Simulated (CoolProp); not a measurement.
Properties of R123 along the isotherm 475 K.

Computed with CoolProp (reference Helmholtz-energy equation of state, Younglove 1994). It is a modified Benedict-Webb-Rubin equation, recast in Helmholtz form.

```csv
p (kPa),phase,speed of sound (m/s),Prandtl number
3660,gas,[?],1.21
7320,supercritical,195.2,2.86
11000,supercritical,274.2,2.78
14600,supercritical,327.1,[?]
18300,supercritical,370.2,2.85
22000,supercritical,406.6,2.90
25600,supercritical,[?],[?]
29300,supercritical,[?],3.01
33000,supercritical,[?],3.06
36600,supercritical,514.7,[?]
```

Question: Complete the blanks.

Answer: 
- 3660, speed of sound (m/s): 108.6
- 14600, Prandtl number: 2.81
- 25600, speed of sound (m/s): 437.5
- 25600, Prandtl number: 2.95
- 29300, speed of sound (m/s): 465.9
- 33000, speed of sound (m/s): 491.7
- 36600, Prandtl number: 3.11

Viscosity comes from a separate model (Tanaka 1996). Thermal conductivity comes from a separate model (Laesecke 1996).
